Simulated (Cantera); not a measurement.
## NO annealing gas

An isothermal, constant-pressure homogeneous reactor starts with 17.5 % NO, 82.5 % N2, at 2048 K and 51.0 Torr.

Computed with Cantera and GRI-Mech 3.0 (53 species, 325 reactions).

```tsv
t (s)	x NO	x N2	x NO2	x O	x O2	x N2O
6.00e-6	0.175	0.825	3.92e-12	2.05e-8	1.40e-12	2.05e-8
2.30e-5	0.175	0.825	5.71e-11	7.87e-8	2.06e-11	7.83e-8
8.81e-5	0.175	0.825	8.13e-10	3.03e-7	3.02e-10	2.98e-7
0.000337	0.175	0.825	1.08e-8	1.19e-6	4.50e-9	1.11e-6
0.00129	0.175	0.825	1.14e-7	4.90e-6	6.99e-8	3.82e-6
0.00495	0.175	0.825	8.12e-7	2.28e-5	1.24e-6	1.01e-5
0.0190	0.175	0.825	3.83e-6	0.000102	2.54e-5	1.43e-5
0.0727	0.174	0.825	8.04e-6	0.000232	0.000361	1.37e-5
0.278	0.171	0.827	1.02e-5	0.000290	0.00220	1.29e-5
1.07	0.154	0.835	1.52e-5	0.000441	0.0104	1.01e-5
4.09	0.0889	0.867	1.67e-5	0.000787	0.0428	3.08e-6
15.7	0.0119	0.906	3.07e-6	0.00106	0.0812	1.30e-7
60.0	0.00595	0.909	1.56e-6	0.00107	0.0842	9.33e-8
```
x: mole fraction; the columns are a selection and need not sum to one.

Equilibrium at this temperature and pressure: NO 0.00595, N2 0.909, NO2 1.56e-6, O 0.00107, O2 0.0842, N2O 9.33e-8 (gas phase only).
